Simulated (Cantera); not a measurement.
Charge: 1 mol CH3SiCl3, 0.012 mol C2H4, 1.2 mol H2, 0.00078 mol CH4, held at 26.0 mbar.

These are equilibrium values from Cantera (NASA tables, ideal gas, pure condensed phases), not measurements of a reactor. Candidate condensed phases: C, C6H6, C7H8, C8H18, Si, SiC; 109 gas species. The feed counts by its element totals alone. The tables' values for SiCl3, SiCl are old estimates; treat these amounts as uncertain. Equilibrium is a limit: real reactors are often held back by kinetics, nucleation or transport.

log p: log10 of the partial pressure in bar; n: condensed amount in mol.

```csv
T (K),log p HCl,log p H2,log p SiCl2,log p H,log p Cl,n C(graphite),n SiC(s)
1648,-1.81,-2.04,-2.94,-5.07,-4.95,0.252,0.773
1723,-1.82,-2.03,[?],[?],[?],[?],0.740
1798,-1.83,-2.02,-2.78,-4.47,-4.39,0.320,0.704
1873,-1.85,-2.02,-2.71,[?],[?],[?],0.667
1948,-1.86,-2.01,-2.66,-3.95,-3.93,0.393,0.630
2023,-1.88,-2.00,-2.62,-3.72,-3.73,0.428,0.593
2098,-1.90,-1.99,-2.59,-3.51,-3.55,0.462,0.558
```

Q: What belongs in the gaps?

A: 
- 1723, log p SiCl2: -2.85
- 1723, log p H: -4.76
- 1723, log p Cl: -4.66
- 1723, n C(graphite): 0.284
- 1873, log p H: -4.20
- 1873, log p Cl: -4.15
- 1873, n C(graphite): 0.357
